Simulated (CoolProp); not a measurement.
The fluid at 382.04 K and 0.349 MPa is throttled through a valve to 0.0746 MPa with no heat exchange. The same conditions are run with several fluids, on thermodynamics alone (safety and materials aside).

Model: reference Helmholtz-energy equation of state of each fluid (R404A: Lemmon 2003; R236FA: Pan 2012; n-perfluoropentane: Gao 2022; R142b: Lemmon 2006; trans-2-butene: Lemmon 2005), in CoolProp. Blends and air are pseudo-pure fits.

| fluid | temperature change (K) | final density (kg/m³) |
|---|---|---|
| R404A | -2.2 | 2.32 |
| R236FA | -2.9 | 3.63 |
| n-perfluoropentane | -3.0 | 6.94 |
| R142b | -3.3 | 2.40 |
| trans-2-butene | -3.6 | 1.34 |
